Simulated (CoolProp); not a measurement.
Saturation properties of chlorine (Tc = 416.9 K, pc = 7.642 MPa, ω = 0.070).

Computed with CoolProp (reference Helmholtz-energy equation of state, Thol 2021).

```tsv
T (K)	p (MPa)	liquid density (kg/m³)	vapour density (kg/m³)	enthalpy of vaporisation (kJ/kg)
326.9	…	1298	49.56	222.9
331.5	1.741	1282	54.88	…
336.1	1.921	…	…	213.6
340.8	2.118	…	…	208.6
345.4	2.324	1230	73.91	203.5
350	2.544	…	81.34	198.2
354.6	2.779	1193	…	192.6
359.2	3.028	1174	98.27	186.8
363.9	3.298	1153	108.1	180.5
```

### Question
What belongs in the gaps?

### Answer

- 326.9, p (MPa): 1.573
- 331.5, enthalpy of vaporisation (kJ/kg): 218.3
- 336.1, liquid density (kg/m³): 1265
- 336.1, vapour density (kg/m³): 60.65
- 340.8, liquid density (kg/m³): 1248
- 340.8, vapour density (kg/m³): 67.07
- 350, liquid density (kg/m³): 1212
- 354.6, vapour density (kg/m³): 89.44

It boils at 239.2 K under 1 atm.
